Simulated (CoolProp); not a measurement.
n-octane at several states: fugacity coefficient from the reference equation and from simpler models built on Tc = 568.7 K, pc = 24.84 bar, ω = 0.398; each cubic takes its own stable root.

Values from CoolProp's reference Helmholtz-energy equation of state, Beckmüller 2019.

```csv
T (K),p (bar),phase,reference
309.6,7.06,liquid,0.005117
555.8,1.88,gas,0.9704
224.2,2.85,liquid,1.852e-5
341.9,70.3,liquid,0.003232
444.6,3.28,liquid,0.8445
```

Question: How far does each simpler model (Soave-Redlich-Kwong, Peng-Robinson) lie from the reference over these 5 states: mean and median of the absolute difference, and the worst?

Answer: 
- Soave-Redlich-Kwong: mean 2.2 %, median 1.6 %, worst +5.4 % at 341.9 K and 70.3 bar
- Peng-Robinson: mean 7.8 %, median 3.2 %, worst +30.4 % at 224.2 K and 2.85 bar
